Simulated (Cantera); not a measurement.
Si + HCl + H₂ + Cl₂ (silicon etching in halogen gases)

Charge: 1 mol Si, 6 mol HCl, a varied amount of H₂, 4.3 mol Cl₂, held at 1050 K and 2.40 mbar.

Method: chemical equilibrium by Gibbs-energy minimisation in Cantera with the NASA 1993 tables (ideal gas, pure condensed phases). Candidate condensed phases: Si; 19 gas species. The tables' values for SiCl₃ are old estimates; treat these amounts as uncertain. Kinetics and transport are ignored.

| n(H₂) (mol) | x HCl | x H₂ | x Cl₂ | x SiCl₄ |
|---|---|---|---|---|
| 0.27 | 0.681 | 1.95e-10 | 0.208 | 0.104 |
| 0.41 | 0.700 | 2.24e-10 | 0.190 | 0.103 |
| 0.64 | 0.730 | 2.85e-10 | 0.163 | 0.100 |
| 0.99 | 0.773 | 4.21e-10 | 0.124 | 0.0969 |
| 1.5 | 0.832 | 8.41e-10 | 0.0717 | 0.0924 |
| 2.4 | 0.906 | 0.00851 | 8.42e-9 | 0.0854 |
| 3.7 | 0.816 | 0.107 | 5.40e-10 | 0.0766 |
| 5.7 | 0.707 | 0.226 | 1.93e-10 | 0.0661 |
| 8.7 | 0.590 | 0.355 | 8.55e-11 | 0.0548 |
| 14 | 0.456 | 0.501 | 3.62e-11 | 0.0419 |
| 21 | 0.351 | 0.616 | 1.75e-11 | 0.0318 |
x: gas mole fraction; nothing condenses.

From 0.27 mol H₂ to 21 mol H₂ nothing is condensed. The main Si-bearing gas is SiCl₄ throughout.
